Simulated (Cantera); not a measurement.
## NO annealing gas

A perfectly stirred reactor is fed with NO : N₂ = 1 : 2.8 (molar parts), at 15.0 Torr; it is held at 1950 K, and followed from long to short residence time.

Cantera simulation using GRI-Mech 3.0 (53 species, 325 reactions); the numbers are that mechanism's predictions, not measurements. Radical loss at walls, strong at low pressure, is not modelled.

```tsv
τ (s)	x NO	x O₂	x N₂	x O	x NO₂
5.6	0.225	0.0187	0.756	0.000507	1.77e-5
2.5	0.248	0.00750	0.744	0.000373	1.31e-5
1.1	0.257	0.00288	0.740	0.000292	9.80e-6
0.47	0.261	0.00104	0.738	0.000237	7.74e-6
0.21	0.262	0.000354	0.737	0.000185	6.18e-6
0.090	0.263	9.08e-5	0.737	0.000119	4.27e-6
0.039	0.263	1.74e-5	0.737	5.97e-5	2.24e-6
0.017	0.263	2.82e-6	0.737	2.46e-5	8.67e-7
0.0075	0.263	4.69e-7	0.737	9.75e-6	2.77e-7
0.0033	0.263	8.22e-8	0.737	3.96e-6	7.57e-8
0.0014	0.263	1.40e-8	0.737	1.61e-6	1.70e-8
```
x: mole fraction; the columns are a selection and need not sum to one.
